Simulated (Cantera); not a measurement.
A closed system holds: 1 mol B₂H₆, 2.6 mol H₂O, 33 mol H₂, at 19.0 mbar.

Equilibrium computed with Cantera from the NASA thermochemical tables; the gas is ideal and each condensed phase is pure. Candidate condensed phases: B, B₂O₃, B₃O₃H₃, H₂O; 23 gas species. The feed counts by its element totals alone. Mutual solubility and eutectic melting of coexisting phases are not modelled. The numbers say what is thermodynamically allowed, not how fast it happens.

**Question.** At 1373 K, list the 6 most abundant gas species with their mole fractions, and the condensed phases.

**Answer.** H₂ 0.993, HBO 0.00572, B₃O₃H₃ 0.000952, B₂O₂ 0.000358, HBO₂ 0.000105, B₂O₃ 6.59e-5. Condensed: B(s) + B₂O₃(l).
